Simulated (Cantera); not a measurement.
Feed: 1 mol Fe3O4, 200 mol H2, 6.2 mol H2O, held at 7.80 mbar.

Equilibrium computed with Cantera from the NASA thermochemical tables; the gas is ideal and each condensed phase is pure. Candidate condensed phases: Fe, FeO, Fe(OH)2, Fe(OH)3, Fe2O3, Fe3O4, H2O; 12 gas species. The numbers say what is thermodynamically allowed, not how fast it happens.

Q: Which condensed phases are stable at each of these points (T (K)): 1175, 1250, 1325, 1400, 1475, 1550, 1625, 1700, 1775, 1850, 1925, 2000?

A: 
| T (K) | condensed phases | Fe condensed (%) |
|---|---|---|
| 1175 | Fe(α) | 100.0 |
| 1250 | Fe(γ) | 100.0 |
| 1325 | Fe(γ) | 100.0 |
| 1400 | Fe(γ) | 100.0 |
| 1475 | Fe(γ) | 99.9 |
| 1550 | Fe(γ) | 99.6 |
| 1625 | Fe(γ) | 98.5 |
| 1700 | Fe(δ) | 94.4 |
| 1775 | Fe(δ) | 82.0 |
| 1850 | Fe(l) | 47.8 |
| 1925 | gas only | 0.0 |
| 2000 | gas only | 0.0 |

At 1175 K the condensed part is Fe(α). From 1250 K to 1625 K the condensed part is Fe(γ). From 1700 K to 1775 K the condensed part is Fe(δ). At 1850 K the condensed part is Fe(l). From 1925 K to 2000 K nothing is condensed.
